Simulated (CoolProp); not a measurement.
Vapour-liquid equilibrium of carbon monoxide (1) + methane (2) at 369 kPa; x and y are mole fractions of (1).

Computed with CoolProp (multi-fluid Helmholtz-energy mixture model, Lemmon 2006 and Setzmann 1991; pair parameters Kunz 2012).

```tsv
x	bubble temperature (°C)	y at the bubble point	dew temperature at overall composition x (°C)	liquid density (mol/L)
0.05	-148.6	0.305	-143.9	24.99
0.125	___	0.588	-145.2	25.53
0.2	-160.6	0.742	-146.5	25.91
0.275	-164.5	0.828	___	26.18
0.35	-167.5	0.879	-149.5	26.35
0.425	-169.7	0.910	-151.2	26.46
0.5	___	0.932	-153.0	26.51
0.575	___	0.947	-155.0	26.51
0.65	-174.0	___	-157.3	___
0.725	-175.0	0.968	-159.9	26.42
0.8	-175.8	0.977	-163.1	26.34
0.875	-176.7	0.985	-167.2	___
0.95	-177.5	0.994	-173.1	26.16
```

Problem. What belongs in the gaps?

Solution. 
- 0.125, bubble temperature (°C): -155.4
- 0.275, dew temperature at overall composition x (°C): -148.0
- 0.5, bubble temperature (°C): -171.5
- 0.575, bubble temperature (°C): -172.8
- 0.65, y at the bubble point: 0.959
- 0.65, liquid density (mol/L): 26.48
- 0.875, liquid density (mol/L): 26.25

No azeotrope shows between x = 0.05 and 0.95.

Pair parameters are fitted to limited data, so mixtures are less certain than the pure fluids.
